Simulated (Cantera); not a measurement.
# Aluminium nitride and oxide growth: Al + O2 + H2

A closed system holds: 1 mol Al, 3.5 mol O2, 1.2 mol H2, equilibrated at 0.100 bar.

Equilibrium computed with Cantera from the NASA thermochemical tables; the gas is ideal and each condensed phase is pure. Candidate condensed phases: Al, Al2O3, H2O; 19 gas species. Gases not in the tables: Al(OH)3. The numbers say what is thermodynamically allowed, not how fast it happens.

```tsv
T (K)	log p O2	log p H2O	log p OH	log p O	log p H2	log p H	log p HO2	log p AlO2H	n Al2O3(s)
873	-1.19	-1.45	-8.53	-12.32	-12.79	<-13	-10.65	<-13	0.500
973	-1.19	-1.45	-7.53	-10.77	-11.27	<-13	-9.83	<-13	0.500
1073	-1.19	-1.45	-6.71	-9.50	-10.03	-12.87	-9.17	<-13	0.500
1173	-1.19	-1.45	-6.04	-8.45	-8.99	-11.43	-8.61	<-13	0.500
1273	-1.19	-1.45	-5.47	-7.56	-8.12	-10.21	-8.15	<-13	0.500
1373	-1.19	-1.45	-4.98	-6.81	-7.38	-9.17	-7.75	<-13	0.500
1473	-1.19	-1.45	-4.56	-6.15	-6.73	-8.26	-7.41	-11.77	0.500
1573	-1.19	-1.45	-4.20	-5.58	-6.17	-7.48	-7.10	-10.68	0.500
1673	-1.19	-1.45	-3.87	-5.07	-5.67	-6.78	-6.84	-9.72	0.500
1773	-1.19	-1.45	-3.59	-4.62	-5.23	-6.16	-6.60	-8.87	0.500
1873	-1.19	-1.45	-3.33	-4.22	-4.84	-5.61	-6.40	-8.12	0.500
1973	-1.20	-1.45	-3.10	-3.86	-4.48	-5.11	-6.21	-7.44	0.500
2073	-1.20	-1.46	-2.90	-3.54	-4.17	-4.66	-6.04	-6.83	0.500
```
log p: log10 of the partial pressure in bar; n: condensed amount in mol.

From 873 K to 2073 K the condensed part is Al2O3(s).
